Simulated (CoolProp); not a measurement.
Vapour-liquid equilibrium of propylene (1) + n-heptane (2) at 299 K; x and y are mole fractions of (1).

Model: multi-fluid Helmholtz-energy mixture model, Lemmon 2013 and Span 2003; pair parameters Bell 2016, in CoolProp.

| x | bubble pressure (bar) | y at the bubble point | dew pressure at overall composition x (bar) | liquid density (mol/L) |
|---|---|---|---|---|
| 0.05 | 0.5882 | 0.894 | [?] | 6.956 |
| 0.15 | 1.811 | 0.967 | 0.07475 | 7.340 |
| 0.25 | 3.150 | 0.982 | [?] | 7.755 |
| 0.35 | 4.481 | 0.988 | 0.09769 | 8.204 |
| 0.45 | 5.722 | 0.991 | 0.1154 | 8.690 |
| 0.55 | 6.845 | 0.993 | 0.1408 | 9.217 |
| 0.65 | 7.871 | 0.995 | 0.1807 | 9.785 |
| 0.75 | 8.857 | 0.996 | 0.2522 | 10.39 |
| 0.85 | 9.889 | [?] | 0.4171 | 11.04 |
| 0.95 | 11.08 | 0.999 | 1.210 | 11.69 |

Problem. Complete the blanks.

Solution. 
- 0.05, dew pressure at overall composition x (bar): 0.06688
- 0.25, dew pressure at overall composition x (bar): 0.08470
- 0.85, y at the bubble point: 0.997

No azeotrope shows between x = 0.05 and 0.95.

Pair parameters are fitted to limited data, so mixtures are less certain than the pure fluids. The gap from Raoult's law changes sign with composition, which may be real or a fault of the pair parameters; it wasn't checked against measurements.
